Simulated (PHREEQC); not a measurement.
A solution holds 2.8 mmol/kgw Ni(NO3)2 and 110 mmol/kgw KCl, at 20 °C. Closed to the air; pH follows from the charge balance.

Equilibrium calculation in PHREEQC: ion-association model, wateq4f.dat.

No solid was allowed to form.

Question: Order these Ni species by the share of Ni that they hold, largest first: NiCl+, NiCl2, Ni+2.

Answer: Ni+2 (89 %), NiCl+ (8.6 %), NiCl2 (1.9 %)

The pH is 6.50 and the ionic strength 0.118 mol/kgw. Complexes and solids missing from the database can't appear.
